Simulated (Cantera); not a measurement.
Feed: 1 mol CCl₄, 0.51 mol F₂, 0.2 mol H₂, held at 702 °C and 0.0100 bar.

Method: chemical equilibrium by Gibbs-energy minimisation in Cantera with the NASA 1993 tables (ideal gas, pure condensed phases). Candidate condensed phases: C, C₆H₆, C₇H₈, C₈H₁₈; 118 gas species. Gases not in the tables: C₂F₆ and larger saturated fluorocarbons. The numbers say what is thermodynamically allowed, not how fast it happens.

Base state: Cl₂ 0.737, HCl 0.135, CF₄ 0.0898, HF 0.0275, CClF₃ 0.00810, Cl 0.00227, CCl₂F₂ 0.000967, CCl₃F 0.000116 (mole fractions); condensed: C(graphite).

**Question.** What changes in the equilibrium state with this change: CCl₄ replaced by CH₃F?

**Answer.** 
```csv
species,before,after
HF,0.0275,0.745
H₂,<1e-9,0.254
CH₄,<1e-9,8.14e-5
Cl₂,0.737,0
HCl,0.135,0
CF₄,0.0898,<1e-9
CClF₃,0.00810,0
Cl,0.00227,0
CCl₂F₂,0.000967,0
CCl₃F,0.000116,0
CCl₄,4.89e-5,0
"C(graphite), mol",0.755,1.000
```

**Question.** What changes in the equilibrium state with this change: F₂ from 0.51 to 2.4 mol?

**Answer.** 
```json
[
 {"species": "Cl₂", "before": "0.737", "after": "0.499"},
 {"species": "CF₄", "before": "0.0898", "after": "0.277"},
 {"species": "HF", "before": "0.0275", "after": "0.111"},
 {"species": "HCl", "before": "0.135", "after": "1.33e-7"},
 {"species": "ClF", "before": "4.02e-8", "after": "0.111"},
 {"species": "CClF₃", "before": "0.00810", "after": "6.14e-9"},
 {"species": "CCl₂F₂", "before": "0.000967", "after": "<1e-9"},
 {"species": "F", "before": "<1e-9", "after": "0.000135"},
 {"species": "CCl₃F", "before": "0.000116", "after": "<1e-9"},
 {"species": "CCl₄", "before": "4.89e-5", "after": "<1e-9"},
 {"species": "C(graphite), mol", "before": "0.755", "after": "0"}
]
```

**Question.** What changes in the equilibrium state with this change: temperature from 702 °C to 2677 °C?

**Answer.** 
| species | before | after |
|---|---|---|
| Cl | 0.00227 | 0.770 |
| F | <1e-9 | 0.116 |
| HF | 0.0275 | 0.0676 |
| Cl₂ | 0.737 | 7.71e-5 |
| HCl | 0.135 | 0.00372 |
| CF₄ | 0.0898 | 2.32e-9 |
| C₃ | <1e-9 | 0.0181 |
| CF | <1e-9 | 0.0120 |
| CClF₃ | 0.00810 | <1e-9 |
| H | <1e-9 | 0.00602 |
| C | <1e-9 | 0.00312 |
| C₂ | <1e-9 | 0.00182 |
| CF₂ | <1e-9 | 0.00104 |
| C(graphite), mol | 0.755 | 0.607 |
The tables' values for CCl are old estimates; treat these amounts as uncertain.
